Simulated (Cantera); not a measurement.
**Equilibrium for silicon oxide and oxynitride deposition: TEOS + CO2 + N2**

A closed system holds: 1 mol TEOS, 1.7 mol CO2, 130 mol N2, at 0.00133 bar.

Cantera equilibrium calculation (NASA polynomials, part measured and part estimated; ideal gas, pure solids and liquids). Candidate condensed phases: C, C6H6, C7H8, C8H18, H2O, Si, SiC, SiO2, Si2N2O, Si3N4; 151 gas species. The feed counts by its element totals alone. N2 is the only nitrogen source here; it is nearly inert below about 1500 K, so the nitride shown seldom forms there in practice. Rates play no part.

From 598 K to 798 K the condensed part is C(graphite) + SiO2(α-quartz). From 898 K to 998 K the condensed part is C(graphite) + SiO2(β-quartz). From 1098 K to 1398 K the condensed part is C(graphite) + Si2N2O(s). From 1498 K to 1798 K the condensed part is C(graphite) + SiC(s).

| T (K) | x N2 | x H2 | x CO | x CO2 | x H2O | n C(graphite) | n SiO2(α-quartz) | n SiO2(β-quartz) | n Si2N2O(s) | n SiC(s) |
|---|---|---|---|---|---|---|---|---|---|---|
| 598 | 0.913 | 0.0620 | 0.00394 | 0.0134 | 0.00725 | 7.16 | 1.00 | 0 | 0 | 0 |
| 698 | 0.899 | 0.0679 | 0.0274 | 0.00440 | 0.00114 | 5.09 | 1.00 | 0 | 0 | 0 |
| 798 | 0.894 | 0.0687 | 0.0367 | 0.000189 | 8.27e-5 | 4.34 | 1.00 | 0 | 0 | 0 |
| 898 | 0.894 | 0.0688 | 0.0371 | 1.08e-5 | 8.60e-6 | 4.30 | 0 | 1.00 | 0 | 0 |
| 998 | 0.894 | 0.0688 | 0.0371 | 1.09e-6 | 1.39e-6 | 4.30 | 0 | 1.00 | 0 | 0 |
| 1098 | 0.885 | 0.0683 | 0.0471 | 2.70e-7 | 3.94e-7 | 2.80 | 0 | 0 | 0.500 | 0 |
| 1198 | 0.885 | 0.0683 | 0.0471 | 5.76e-8 | 1.14e-7 | 2.80 | 0 | 0 | 0.500 | 0 |
| 1298 | 0.885 | 0.0683 | 0.0471 | 1.57e-8 | 3.99e-8 | 2.79 | 0 | 0 | 0.500 | 0 |
| 1398 | 0.884 | 0.0682 | 0.0471 | 5.18e-9 | 1.62e-8 | 2.79 | 0 | 0 | 0.496 | 0 |
| 1498 | 0.882 | 0.0676 | 0.0501 | 2.26e-9 | 7.87e-9 | 1.29 | 0 | 0 | 0 | 0.986 |
| 1598 | 0.882 | 0.0674 | 0.0500 | 9.86e-10 | 3.98e-9 | 1.27 | 0 | 0 | 0 | 0.979 |
| 1698 | 0.881 | 0.0668 | 0.0500 | 4.77e-10 | 2.17e-9 | 1.23 | 0 | 0 | 0 | 0.969 |
| 1798 | 0.880 | 0.0657 | 0.0499 | 2.50e-10 | 1.26e-9 | 1.16 | 0 | 0 | 0 | 0.951 |
x: gas mole fraction; n: condensed amount in mol.
